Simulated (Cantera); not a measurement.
A closed system holds: 1 mol Si, 0.53 mol Cl2, 11 mol H2, held at 1400 °C and 51000 Pa.

Method: chemical equilibrium by Gibbs-energy minimisation in Cantera with the NASA 1993 tables (ideal gas, pure condensed phases). Candidate condensed phases: Si; 19 gas species. The tables' values for SiCl3 are old estimates; treat these amounts as uncertain. Gases not in the tables: Si2H6 and higher silanes. Kinetics and transport are ignored.

Base state: H2 0.924, HCl 0.0607, SiCl2 0.0144, SiCl3 0.000597, H 0.000153, SiHCl3 0.000141, SiH2Cl2 6.66e-5, SiCl4 5.18e-5 (mole fractions); condensed: Si(s).

Problem. What changes in the equilibrium state with this change: Si replaced by SiCl4?

Solution. 
```
species       before    after
----------  --------  -------
H2             0.924    0.715
HCl           0.0607    0.210
SiCl2         0.0144   0.0594
SiCl4        5.18e-5  0.00332
SiCl3       0.000597  0.00972
SiHCl3      0.000141  0.00203
SiH2         1.02e-5  2.10e-6
Si(s), mol     0.824        0
```

Problem. What changes in the equilibrium state with this change: temperature from 1400 °C to 1077 °C?

Solution. 
```
species       before    after
----------  --------  -------
H2             0.924    0.934
HCl           0.0607   0.0502
SiCl2         0.0144  0.00759
SiH2         1.02e-5  1.63e-7
SiCl4        5.18e-5  0.00279
H           0.000153  3.22e-6
SiHCl3      0.000141  0.00297
Si(s), mol     0.824    0.818
```
